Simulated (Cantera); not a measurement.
Cantera run:

```python
import numpy as np
import cantera as ct

gas_names = """
    F FO FO2 F2 F2O O O2 O3 Si SiF SiF2 SiF3 SiF4 SiO SiO2 Si2 Si3
""".split()
cond_names = """
    Si(cr) Si(L) SiO2(Lqz) SiO2(hqz) SiO2(L)
""".split()


# ... load() reads the species with a 1 bar reference pressure and builds the phases ...
atoms = {
    'SiF4': {'Si': 1, 'F': 4},
    'O3': {'O': 3},
    'O2': {'O': 2},
}
top_T = {}  # K; cautious upper limits of use, not melting points


# ... equilibrate(T, P, feed) seeds the gas with the atoms and calls Mixture.equilibrate('TP', solver="vcs", rtol=1e-11, max_steps=5000) ...
results = []
feed = {'SiF4': 1, 'O3': 5.3, 'O2': 5.8}  # mol
T = 2098.15  # K
for P in [5, 15, 45, 140, 410, 1200, 3700, 11000, 33000, 100000]:
    mix = equilibrate(T, P, feed)
    results.append((T, P, feed, dict(zip(mix.species_names, mix.species_moles))))
    x = sorted(zip(gas.X, gas.species_names), reverse=True)
    print(f"T = {T:g} K  P = {P:g} Pa  gas = {mix.phase_moles(0):.4g} mol")
    print("   x: " + "  ".join(f"{s} {v:.3e}" for v, s in x if v > 0.0001))
    print("   condensed (mol): " + ("  ".join(f"{mix.phase(i).name} {mix.phase_moles(i):.4g}"
          for i in range(1, mix.n_phases) if mix.phase_moles(i) > 1e-12) or "none"))
```

Result:

```
T = 2098.15 K  P = 5 Pa  gas = 16.88 mol
   x: O2 7.260e-01  O 1.654e-01  F 4.932e-02  SiF4 4.458e-02  SiO 1.106e-02  SiF3 3.086e-03  SiO2 4.707e-04
   condensed (mol): none
T = 2098.15 K  P = 15 Pa  gas = 15.89 mol
   x: O2 8.116e-01  O 1.010e-01  SiF4 5.486e-02  F 2.448e-02  SiO 5.071e-03  SiF3 2.551e-03  SiO2 3.953e-04
   condensed (mol): none
T = 2098.15 K  P = 45 Pa  gas = 15.37 mol
   x: O2 8.629e-01  SiF4 6.061e-02  O 6.010e-02  F 1.193e-02  SiO 2.188e-03  SiF3 1.927e-03  SiO2 3.046e-04
   condensed (mol): none
T = 2098.15 K  P = 140 Pa  gas = 15.09 mol
   x: O2 8.934e-01  SiF4 6.383e-02  O 3.467e-02  F 5.681e-03  SiF3 1.370e-03  SiO 8.591e-04  SiO2 2.146e-04
   condensed (mol): none
T = 2098.15 K  P = 410 Pa  gas = 14.94 mol
   x: O2 9.098e-01  SiF4 6.550e-02  O 2.045e-02  F 2.846e-03  SiF3 9.582e-04  SiO 3.284e-04  SiO2 1.417e-04
   condensed (mol): none
T = 2098.15 K  P = 1200 Pa  gas = 14.86 mol
   x: O2 9.192e-01  SiF4 6.645e-02  O 1.201e-02  F 1.454e-03  SiF3 6.504e-04  SiO 1.148e-04
   condensed (mol): none
T = 2098.15 K  P = 3700 Pa  gas = 14.81 mol
   x: O2 9.249e-01  SiF4 6.703e-02  O 6.862e-03  F 7.858e-04  SiF3 3.936e-04
   condensed (mol): SiO2(L) 0.0005448
T = 2098.15 K  P = 11000 Pa  gas = 14.78 mol
   x: O2 9.280e-01  SiF4 6.735e-02  O 3.986e-03  F 4.566e-04  SiF3 2.289e-04
   condensed (mol): SiO2(L) 0.0005927
T = 2098.15 K  P = 33000 Pa  gas = 14.77 mol
   x: O2 9.298e-01  SiF4 6.754e-02  O 2.304e-03  F 2.640e-04  SiF3 1.324e-04
   condensed (mol): SiO2(L) 0.0004138
T = 2098.15 K  P = 100000 Pa  gas = 14.76 mol
   x: O2 9.308e-01  SiF4 6.765e-02  O 1.324e-03  F 1.517e-04
   condensed (mol): SiO2(L) 0.0002576
```

Equilibrium computed with Cantera from the NASA thermochemical tables; the gas is ideal and each condensed phase is pure. The tables' values for SiF3, SiO2, SiF2 are old estimates; treat these amounts as uncertain. The tables hold silica as quartz up to 1696 K and as liquid above; real silica turns to tridymite and cristobalite and melts near 1996 K.
